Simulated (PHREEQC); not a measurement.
Consider water at 25 °C with 0.55 mol MgCl2, 9.1e-05 mol CO2 and 0.07 mol MgSO4 per kg of water. Closed to the air; pH follows from the charge balance.

Computed with PHREEQC (ion-association model, phreeqc.dat).

Each row changes one thing in this solution. Precipitation was switched off in this run.

```tsv
case	pH	ionic strength (mol/kgw)	Mg+2 (mol/kgw)	MgOH+ (mol/kgw)
as made	4.89	1.71	0.565	8.15e-8
CO2 from 9.1e-05 to 0.00091 mol/kgw	4.35	1.71	0.564	2.37e-8
MgSO4 left out	4.87	1.65	0.550	7.42e-8
MgCl2 replaced by NaCl at the same molality	5.21	0.723	0.0519	1.25e-8
MgSO4 from 0.07 to 0.105 mol/kgw	4.90	1.74	0.572	8.50e-8
CO2 left out	6.08	1.71	0.565	1.27e-6
```

The ionic strength passes 0.7 mol/kgw, the rough limit of the ion-association models, in every such run.
